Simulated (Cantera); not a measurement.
A freely propagating, adiabatic, planar premixed flame of CH4 : C2H6 : O2 : N2 = 1 : 1.3 : 5.46 : 20.5 (molar parts), unburnt at 325 K and 90000 Pa; mixture-averaged transport, grid criteria slope 0.08 and curve 0.16, no radiation.

Computed with Cantera and GRI-Mech 3.0 (53 species, 325 reactions). Burning velocities carry a grid error of a few per cent, more on coarse grids.

**Question.** What does this change do: CH4 1 to 0.77 parts?

**Answer.** 
```csv
quantity,before,after
laminar burning velocity,46.4 cm/s,49.5 cm/s
thermal thickness,0.417 mm,0.403 mm
peak x(OH),0.00602,0.00741
peak x(C2H),2.30e-6,1.81e-6
```

**Question.** What does this change do: 1.3 parts H2O added?

**Answer.** 
```
quantity                     before      after
------------------------  ---------  ---------
laminar burning velocity  46.4 cm/s  39.6 cm/s
thermal thickness          0.417 mm   0.475 mm
peak x(OH)                  0.00602    0.00526
peak x(C2H)                 2.30e-6    1.60e-6
```

**Question.** What does this change do: inlet temperature 325 to 675 K?

**Answer.** 
```csv
quantity,before,after
laminar burning velocity,46.4 cm/s,171 cm/s
thermal thickness,0.417 mm,0.312 mm
peak x(OH),0.00602,0.00973
peak x(C2H),2.30e-6,6.11e-6
```
